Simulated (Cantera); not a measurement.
Feed: 1 mol BN, 1 mol H2O, 53 mol N2, at 0.133 bar.

Points: T (K) = 1075, 1175, 1275, 1375, 1475, 1575, 1675, 1775, 1875, 1975.

Cantera's Mixture.equilibrate('TP', solver="vcs", rtol=1e-11, max_steps=5000) on the NASA tables stopped like this:

```
ERROR: FAILURE its = 5001!

*******************************************************************************
CanteraError thrown by MultiPhase::equilibrate:
VCS solver failed. Return code: -1
*******************************************************************************
```

What got this run through?

One answer among several that fit: The failure is numerical, not chemical. The same input converged with solver="gibbs", rtol=1e-10, max_steps=50000, and the result passed a check of the equilibrium conditions:
```
log10 of partial pressures in bar; condensed amounts in mol
       T/K        N2        H2      B2O3       HBO      B2O2      HBO2        BO         H       H2O     BN(s)   B2O3(L)
      1075    -0.883    -2.612   -10.029    -8.964   -13.737    -6.416   -13.729    -9.140    -4.933    0.3366    0.3316
      1175    -0.883    -2.612    -8.399    -7.760   -11.542    -5.714   -11.701    -8.218    -4.952    0.3366    0.3313
      1275    -0.883    -2.613    -7.036    -6.750    -9.701    -5.131    -9.998    -7.439    -4.972    0.3372    0.3298
      1375    -0.883    -2.614    -5.881    -5.891    -8.135    -4.640    -8.549    -6.772    -4.993     0.339     0.325
      1475    -0.883    -2.618    -4.890    -5.154    -6.789    -4.221    -7.300    -6.196    -5.016    0.3431    0.3094
      1575    -0.884    -2.628    -4.031    -4.517    -5.618    -3.864    -6.214    -5.695    -5.045    0.3495     0.252
      1675    -0.886    -2.650    -3.280    -3.965    -4.592    -3.560    -5.261    -5.260    -5.086    0.3507   0.01932
      1775    -0.886    -2.653    -3.258    -3.683    -4.112    -3.711    -4.632    -4.865    -5.319    0.3086         0
      1875    -0.886    -2.661    -3.330    -3.465    -3.746    -3.910    -4.102    -4.514    -5.563     0.244         0
      1975    -0.887    -2.675    -3.505    -3.309    -3.492    -4.166    -3.663    -4.201    -5.825    0.1575         0
```

The gas is ideal and each condensed phase is pure. Mutual solubility and eutectic melting of coexisting phases are not modelled.
